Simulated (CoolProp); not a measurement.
The fluid at 336.06 K and 0.11 MPa flows at 0.21 m/s in a round tube of 100 mm bore and 0.25 µm roughness, fully developed (64/Re and Nu = 3.66 if laminar; Colebrook and Gnielinski if turbulent). The same conditions are run with several fluids, on thermodynamics alone (safety and materials aside).

Model: reference Helmholtz-energy equation of state of each fluid (C2F6 (R116): Lemmon 2006; R124: de Vries 1995; R143a: Lemmon and Jacobsen 2000; R11: Jacobsen 1992; R236EA: Rui 2013), in CoolProp.

```
fluid        Reynolds number  Darcy friction factor  pressure drop (Pa/m)  heat-transfer coefficient (W/(m² K))  mass flow (kg/h)
-----------  ---------------  ---------------------  --------------------  ------------------------------------  ----------------
C2F6 (R116)             7250                 0.0337                0.0407                                  4.07              32.5
R124                    7900                 0.0329                0.0397                                  3.90              32.5
R143a                   5620                 0.0362                0.0267                                  3.28              19.9
R11                    10100                 0.0308                0.0377                                  2.97              32.9
R236EA                 10400                 0.0305                0.0413                                  5.05              36.4
```

Transport values come from each fluid's own correlations; those of C2F6 (R116), R124, R143a, R11, R236EA are estimates that may be off by 10 % or more.
